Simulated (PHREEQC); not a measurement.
Dissolve 0.031 mol KOH, 3e-07 mol H4SiO4 and 0.12 mol CuSO4 per kg of water at 25 °C. Closed to the air; pH follows from the charge balance.

Model: ion-association model, wateq4f.dat, run in PHREEQC.

The ionic strength comes out as 0.275 mol/kgw. What activity coefficients do SO4-2, K+, CuOH+, Cu2(OH)2+2, Cu+2 get?

SO4-2 0.26, K+ 0.69, CuOH+ 0.70, Cu2(OH)2+2 0.29, Cu+2 0.30.

Precipitation was switched off in this run. Examples of supersaturated solids here: Brochantite, Antlerite. Others may be too. Complexes and solids missing from the database can't appear.
